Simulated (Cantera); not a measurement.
# Low-pressure radical oxidation in H2/O2

An isothermal, constant-pressure homogeneous reactor starts with 4.58 % H2, 95.4 % O2, equivalence ratio 0.024, at 1073 K and 2670 Pa.

Detailed kinetics in Cantera: the H2/O2 subset of GRI-Mech 3.0, which has no nitrogen chemistry. Radical loss at walls, strong at low pressure, is not modelled. The temperature is held fixed by assumption; the heat of reaction is taken as removed at once.

```json
[
 {"t (s)": "0.000800", "x H2": "0.0458", "x O2": "0.954", "x H": "1.31e-7", "x HO2": "9.63e-9", "x H2O": "3.86e-7", "x H2O2": "5.17e-12", "x O": "2.54e-7"},
 {"t (s)": "0.00246", "x H2": "0.0160", "x O2": "0.935", "x H": "0.00881", "x HO2": "1.08e-5", "x H2O": "0.0235", "x H2O2": "6.76e-7", "x O": "0.0127"},
 {"t (s)": "0.00759", "x H2": "0.000464", "x O2": "0.940", "x H": "0.00255", "x HO2": "8.57e-6", "x H2O": "0.0440", "x H2O2": "1.86e-7", "x O": "0.0119"},
 {"t (s)": "0.0234", "x H2": "9.30e-5", "x O2": "0.950", "x H": "0.000227", "x HO2": "4.74e-6", "x H2O": "0.0463", "x H2O2": "1.66e-7", "x O": "0.00248"},
 {"t (s)": "0.0721", "x H2": "1.13e-5", "x O2": "0.953", "x H": "1.02e-5", "x HO2": "1.54e-6", "x H2O": "0.0467", "x H2O2": "1.07e-7", "x O": "0.000315"},
 {"t (s)": "0.222", "x H2": "1.31e-6", "x O2": "0.953", "x H": "4.59e-7", "x HO2": "3.42e-7", "x H2O": "0.0468", "x H2O2": "4.69e-8", "x O": "3.98e-5"},
 {"t (s)": "0.684", "x H2": "1.93e-7", "x O2": "0.953", "x H": "2.97e-8", "x HO2": "7.11e-8", "x H2O": "0.0469", "x H2O2": "1.63e-8", "x O": "6.39e-6"},
 {"t (s)": "2.11", "x H2": "3.77e-8", "x O2": "0.953", "x H": "2.82e-9", "x HO2": "1.67e-8", "x H2O": "0.0469", "x H2O2": "5.21e-9", "x O": "1.33e-6"},
 {"t (s)": "6.49", "x H2": "9.06e-9", "x O2": "0.953", "x H": "3.53e-10", "x HO2": "4.72e-9", "x H2O": "0.0469", "x H2O2": "1.65e-9", "x O": "3.33e-7"},
 {"t (s)": "20.0", "x H2": "2.48e-9", "x O2": "0.953", "x H": "5.24e-11", "x HO2": "1.92e-9", "x H2O": "0.0469", "x H2O2": "5.30e-10", "x O": "9.35e-8"}
]
```
x: mole fraction; the columns are a selection and need not sum to one.

Equilibrium at this temperature and pressure: H2 1.97e-10, O2 0.953, H 1.21e-12, HO2 2.38e-9, H2O 0.0469, H2O2 5.03e-11, O 7.49e-9 (gas phase only).
